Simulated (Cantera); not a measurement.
Charge: 1 mol H2O, 1.4 mol H2, equilibrated at 3098.15 K and 13.3 mbar.

These are equilibrium values from Cantera (NASA tables, ideal gas, pure condensed phases), not measurements of a reactor. Candidate condensed phases: H2O; 9 gas species. The numbers say what is thermodynamically allowed, not how fast it happens.

Base state: H 0.665, H2 0.132, O 0.129, OH 0.0421, H2O 0.0234, O2 0.00896 (mole fractions); condensed: gas only.

Question: What changes in the equilibrium state with this change: H2 from 1.4 to 0.25 mol?

Answer: 
```json
[
 {"species": "H", "before": "0.665", "after": "0.573"},
 {"species": "O", "before": "0.129", "after": "0.215"},
 {"species": "H2", "before": "0.132", "after": "0.0978"},
 {"species": "O2", "before": "0.00896", "after": "0.0250"},
 {"species": "OH", "before": "0.0421", "after": "0.0606"},
 {"species": "H2O", "before": "0.0234", "after": "0.0290"}
]
```

Question: What changes in the equilibrium state with this change: H2 from 1.4 to 0.16 mol?

Answer: 
```tsv
species	before	after
H	0.665	0.560
O	0.129	0.227
H2	0.132	0.0935
O2	0.00896	0.0279
OH	0.0421	0.0625
H2O	0.0234	0.0292
```
